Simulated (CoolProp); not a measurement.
Normal hydrogen at 298.15 K and 0.605 MPa is throttled through a valve to 0.369 MPa with no heat exchange. Each further row changes one setting.

Model: reference Helmholtz-energy equation of state, Leachman 2009, in CoolProp.

| case | temperature change (K) | final density (kg/m³) |
|---|---|---|
| as stated | +0.1 | 0.299 |
| outlet pressure 0.111 MPa | +0.1 | 0.0902 |
| outlet pressure 0.48 MPa | +0.0 | 0.389 |
